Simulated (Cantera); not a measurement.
Feed: 1 mol CsOH, 0.17 mol H₂, 0.026 mol H₂O, equilibrated at 12.0 mbar.

Cantera equilibrium calculation (NASA polynomials, part measured and part estimated; ideal gas, pure solids and liquids). Candidate condensed phases: Cs, CsOH, H₂O; 15 gas species. Equilibrium is a limit: real reactors are often held back by kinetics, nucleation or transport.

### Question
At 1400 K, list the 4 most abundant gas species with their mole fractions, and the condensed phases.

### Answer
CsOH 0.603, H₂O 0.184, Cs 0.165, H₂ 0.0482. Condensed: gas only.
